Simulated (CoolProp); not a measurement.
Values from CoolProp's reference Helmholtz-energy equation of state, Thol 2017.

**Question.** For decamethyltetrasiloxane (MD2M), give the phase and the density (kg/m³), Joule-Thomson coefficient (K/MPa), isothermal compressibility (1/MPa), expansivity (1/kK) at 529.1 K and 63.9 bar; 557.4 K and 63.9 bar; 571.6 K and 63.9 bar.

**Answer.** 
- 529.1 K and 63.9 bar: liquid; density 634, Joule-Thomson coefficient -0.0855, isothermal compressibility 0.00973, expansivity 1.67
- 557.4 K and 63.9 bar: liquid; density 604, Joule-Thomson coefficient 0.00542, isothermal compressibility 0.0128, expansivity 1.81
- 571.6 K and 63.9 bar: liquid; density 588, Joule-Thomson coefficient 0.0585, isothermal compressibility 0.0147, expansivity 1.88
